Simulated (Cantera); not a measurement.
A freely propagating, adiabatic, planar premixed flame of 17.6 % H2, 17.3 % O2, 65.1 % N2, unburnt at 400 K and 1.09 atm; unity-Lewis-number transport, grid criteria slope 0.08 and curve 0.16, no radiation.

Model: the H2/O2 subset of GRI-Mech 3.0, which has no nitrogen chemistry, integrated in Cantera. Unity Lewis numbers drop preferential diffusion, which matters most where H2 and H carry the flame. Burning velocities carry a grid error of a few per cent, more on coarse grids. Lean hydrogen flames are cellular in practice and burn faster than this planar one.

x: mole fraction of selected species; z is measured from the peak of heat release.

```tsv
z (mm)	T (K)	u (m/s)	x H2	x O2	x H	x HO2	x O	x H2O
-0.780	400	1.23	0.176	0.173	<1e-8	[?]	<1e-8	6.92e-6
-0.520	401	1.24	0.176	0.173	<1e-8	[?]	1.08e-8	0.000111
-0.390	403	1.24	0.176	0.173	<1e-8	[?]	4.75e-8	0.000421
-0.260	422	1.30	0.174	0.172	<1e-8	[?]	4.93e-7	0.00266
-0.130	598	1.82	0.154	0.162	3.37e-5	0.000233	3.34e-5	0.0246
-0.0650	879	2.63	0.117	0.146	0.00175	0.000222	0.000472	0.0635
0	1197	3.51	0.0608	0.120	0.00960	[?]	0.00328	0.119
0.0650	1406	4.06	0.0224	0.0999	0.0125	[?]	0.00690	0.157
0.130	1516	4.34	0.0103	0.0932	0.00902	[?]	0.00728	0.172
0.260	1618	4.59	0.00493	0.0913	0.00395	[?]	0.00492	0.181
0.520	1687	4.77	0.00224	0.0914	0.00114	[?]	0.00228	0.187
1.04	1723	4.85	0.000809	0.0919	0.000238	[?]	0.000822	0.191
2.08	1738	4.89	0.000257	0.0923	4.24e-5	[?]	0.000263	0.192
```

Problem. Fill in the missing entries.

Solution. 
- -0.780, x HO2: 5.99e-8
- -0.520, x HO2: 9.59e-7
- -0.390, x HO2: 3.65e-6
- -0.260, x HO2: 2.39e-5
- 0, x HO2: 0.000119
- 0.0650, x HO2: 7.67e-5
- 0.130, x HO2: 5.77e-5
- 0.260, x HO2: 3.92e-5
- 0.520, x HO2: 2.19e-5
- 1.04, x HO2: 9.45e-6
- 2.08, x HO2: 3.49e-6
